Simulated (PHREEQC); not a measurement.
**Reverse-osmosis permeate: speciation**

Model water analysis in mmol/kgw, 25 °C, pH 6.78, pe 0.9: Na 0.188; K 0.0513; Ca 0.192; Mg 0.0521; Cl 0.127; S(6) 0.0494; Alkalinity (meq/kgw) 0.394; Br 0.000543; Fe(2) 0.000149; F 8.72e-05; Li 0.000705; N(-3) 0.000377.

Valence states are taken as typed.

All values are PHREEQC results (ion-association model, phreeqc.dat), not measurements.

This is a speciation only: nothing precipitates in the calculation.

**Question.** What charge-balance error does the model give?

**Answer.** charge-balance error 8.1 %.

**Question.** In which forms is S present?

**Answer.** SO4-2 97 %, CaSO4 2.5 %, MgSO4 0.9 % of the S.

Complexes and solids missing from the database can't appear. Fluoro complexes past AlF4- and FeF3 are missing from the database.
